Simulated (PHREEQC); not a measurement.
**Nickel, zinc or cadmium bath: speciation**

Consider water at 19 °C with 0.22 mol CdSO4, 0.0024 mol NaOH and 1.3 mol HCl per kg of water. Closed to the air; pH follows from the charge balance.

Computed with PHREEQC (ion-association model, phreeqc.dat).

This is a speciation only: nothing precipitates in the calculation.

### Question
What pH, density, activity of water does the model give?

### Answer
pH 0.09; density 1.058 g/cm³; activity of water 0.959.

### Question
In which forms is S present?

### Answer
HSO4- 92 %, SO4-2 7.6 % of the S.

Ionic strength above about 0.7 mol/kgw puts this run outside the model's range.
